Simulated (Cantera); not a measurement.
A closed system holds: 1 mol Si3N4, 0.0094 mol H2O, 9.7 mol N2, 2.4 mol N2O, at 1625 °C and 0.100 bar.

Equilibrium computed with Cantera from the NASA thermochemical tables; the gas is ideal and each condensed phase is pure. Candidate condensed phases: H2O, Si, SiO2, Si2N2O, Si3N4; 35 gas species. Kinetics and transport are ignored.

Base state: N2 0.881, SiO 0.119, H2 0.000583, H 5.97e-5 (mole fractions); condensed: Si2N2O(s).

Problem. What changes in the equilibrium state with this change: Si3N4 replaced by SiC?

Solution. 
```csv
species,before,after
N2,0.881,0.883
CO,0,0.0729
SiO,0.119,0.0432
CO2,0,5.39e-5
H2,0.000583,0.000652
"Si2N2O(s), mol",0.590,0
"SiO2(condensed), mol",0,0.409
```
The tables hold silica as quartz up to 1696 K and as liquid above; real silica turns to tridymite and cristobalite and melts near 1996 K. Further candidate phases: C, C6H6, C7H8, C8H18, SiC.
